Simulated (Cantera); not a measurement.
An adiabatic, constant-volume homogeneous reactor starts with H2 : O2 : N2 = 1 : 0.294 : 1.11 (molar parts), equivalence ratio 1.7, at 950 K and 9.30 bar. Integrator tolerance rtol = 1e-08.

Detailed kinetics in Cantera: the H2/O2 subset of GRI-Mech 3.0, which has no nitrogen chemistry. The hydrogen kinetics of GRI-Mech 3.0 are dated; newer H2 mechanisms differ, most at raised pressure.

Q: How do the results move with these cheaper or finer settings: full GRI-Mech 3.0 in place of its H2/O2 subset; rtol 1e-08 to 0.01?

A: 
```tsv
setting	time of steepest temperature rise	temperature at 2.00 s	equilibrium temperature	x(H2) at 2.00 s	integrator steps
as above	22.3 ms	2983 K	2983 K	0.190	1845
full GRI-Mech 3.0 in place of its H2/O2 subset	22.3 ms	2976 K	2976 K	0.191	1840
rtol 1e-08 to 0.01	35.2 ms	2982 K	2983 K	0.190	286
```
